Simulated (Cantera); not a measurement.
An adiabatic, constant-pressure homogeneous reactor starts with H₂ : O₂ : N₂ = 1 : 0.725 : 3.55 (molar parts), at 1125 K and 250000 Pa. Integrator tolerance rtol = 1e-08.

Model: the H2/O2 subset of GRI-Mech 3.0, which has no nitrogen chemistry, integrated in Cantera. The hydrogen kinetics of GRI-Mech 3.0 are dated; newer H2 mechanisms differ, most at raised pressure.

Q: What does this change do: initial temperature 1125 to 1550 K?

A: 
| quantity | before | after |
|---|---|---|
| time of steepest temperature rise | 50.5 µs | 5.56 µs |
| temperature at 0.800 s | 2416 K | 2689 K |
| equilibrium temperature | 2416 K | 2689 K |
| x(H₂) at 0.800 s | 0.00235 (gas-phase equilibrium 0.00235) | 0.00791 (gas-phase equilibrium 0.00791) |
| x(O₂) at 0.800 s | 0.0455 (gas-phase equilibrium 0.0455) | 0.0443 (gas-phase equilibrium 0.0443) |
| x(H₂O₂) at 0.800 s | 3.98e-7 (gas-phase equilibrium 3.98e-7) | 6.43e-7 (gas-phase equilibrium 6.43e-7) |
| x(H₂O) at 0.800 s | 0.202 (gas-phase equilibrium 0.202) | 0.188 (gas-phase equilibrium 0.188) |
| x(OH) at 0.800 s | 0.00851 (gas-phase equilibrium 0.00851) | 0.0185 (gas-phase equilibrium 0.0185) |
| x(O) at 0.800 s | 0.00128 (gas-phase equilibrium 0.00128) | 0.00461 (gas-phase equilibrium 0.00461) |
| x(H) at 0.800 s | 0.000530 (gas-phase equilibrium 0.000530) | 0.00308 (gas-phase equilibrium 0.00308) |
